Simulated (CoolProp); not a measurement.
Vapour-liquid equilibrium of CHF3 (R23) (1) + R134a (2) at 198.4 K; x and y are mole fractions of (1).

Values from CoolProp's multi-fluid Helmholtz-energy mixture model, Penoncello 2003 and Tillner-Roth 1994; pair parameters Bell 2016.

```tsv
x	bubble pressure, mixture model (MPa)	bubble pressure, Raoult's law (MPa)	y, mixture model	y, Raoult's law
0.05	0.01253	0.01288	0.574	0.588
0.2	0.03317	0.03478	0.862	0.872
0.35	0.05408	0.05667	0.930	0.936
0.5	0.07562	0.07857	0.961	0.964
0.65	0.09787	0.1005	0.979	0.981
0.8	0.1207	0.1224	0.990	0.991
0.95	0.1438	0.1443	0.998	0.998
```

The largest gap from Raoult's law is -4.6 % in bubble pressure, at x = 0.2. No azeotrope shows between x = 0.05 and 0.95.

Pair parameters are fitted to limited data, so mixtures are less certain than the pure fluids.
